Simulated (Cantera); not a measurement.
A closed system holds: 1 mol B2O3, 15 mol H2, 75 mol N2, 23 mol NH3, at 0.000520 bar.

Cantera equilibrium calculation (NASA polynomials, part measured and part estimated; ideal gas, pure solids and liquids). Candidate condensed phases: B, BN, B2O3, B3O3H3, H2O; 39 gas species. Mutual solubility and eutectic melting of coexisting phases are not modelled. Equilibrium is a limit: real reactors are often held back by kinetics, nucleation or transport.

log p: log10 of the partial pressure in bar; n: condensed amount in mol.

```tsv
T (°C)	log p N2	log p H2	log p H	log p BO	n BN(s)	n B2O3(l)
577	-3.48	-3.72	-12.55	<-15	0.0230	0.988
727	-3.48	-3.72	-10.51	-15.09	0.0229	0.987
877	-3.48	-3.72	-8.99	-11.74	0.0321	0.965
1027	-3.48	-3.73	(withheld)	(withheld)	(withheld)	(withheld)
1177	-3.48	-3.73	(withheld)	(withheld)	0	0
1327	-3.48	-3.73	-6.13	-6.70	0	0
1477	-3.49	-3.74	-5.50	-6.14	0	0
1627	-3.49	-3.75	-4.98	-5.73	0	0
1777	-3.50	-3.78	-4.54	-5.47	0	0
1927	-3.51	-3.86	-4.18	-5.32	0	0
2077	-3.54	-4.00	-3.91	-5.26	0	0
```

Task: Complete the blanks.

Result: 
- 1177, log p H: -6.89
- 1177, log p BO: -7.44
- 1027, log p H: -7.82
- 1027, log p BO: -9.18
- 1027, n BN(s): 0.0883
- 1027, n B2O3(l): 0.742
